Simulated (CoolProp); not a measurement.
Vapour-liquid equilibrium of ethanol (1) + dimethyl carbonate (2) at 674 kPa; x and y are mole fractions of (1).

Computed with CoolProp (multi-fluid Helmholtz-energy mixture model, Schroeder 2014 and Zhou 2011; pair parameters Bell 2016).

| x | bubble temperature (°C) | y at the bubble point | dew temperature at overall composition x (°C) | liquid density (mol/L) |
|---|---|---|---|---|
| 0.05 | 157.5 | 0.152 | 161.8 | 9.769 |
| 0.2 | 146.1 | [?] | 155.5 | 10.36 |
| 0.35 | 140.3 | 0.552 | 148.9 | 10.95 |
| 0.5 | [?] | [?] | 142.4 | [?] |
| 0.65 | 135.5 | 0.721 | 137.0 | 12.32 |
| 0.8 | 134.7 | 0.810 | 134.7 | 13.18 |
| 0.95 | 135.2 | 0.938 | 135.3 | 14.18 |

### Question
What belongs in the gaps?

### Answer

- 0.2, y at the bubble point: 0.415
- 0.5, bubble temperature (°C): 137.2
- 0.5, y at the bubble point: 0.643
- 0.5, liquid density (mol/L): 11.59

y crosses x between x = 0.8 and 0.95: the model has an azeotrope there.

The pair parameters rest on a limited set of measurements; away from them the model extrapolates.
